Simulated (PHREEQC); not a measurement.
1 kg of water holding 0.028 mol Na2CO3, 0.012 mol NaOH and 0.055 mol NaCl is evaporated at 30 °C; the solids stay in contact with the brine. CO2 is held at log p = -3.4 (atm). Solids allowed: Halite, Nahcolite, Natron, Trona. Others were left out.

Equilibrium calculation in PHREEQC: Pitzer model, pitzer.dat.

**Question.** Predict ionic strength, water activity, Cl in solution (mol/kgw), Na in solution (mol/kgw) at water left (kg) = 0.375, 0.0357, 0.01969, 0.01028.

**Answer.** 
| water left (kg) | ionic strength | water activity | Cl in solution (mol/kgw) | Na in solution (mol/kgw) |
|---|---|---|---|---|
| 0.375 | 0.393 | 0.991 | 0.147 | 0.328 |
| 0.0357 | 4.31 | 0.909 | 1.54 | 3.45 |
| 0.01969 | 6.98 | 0.831 | 2.79 | 5.65 |
| 0.01028 | 7.28 | 0.751 | 5.35 | 6.67 |
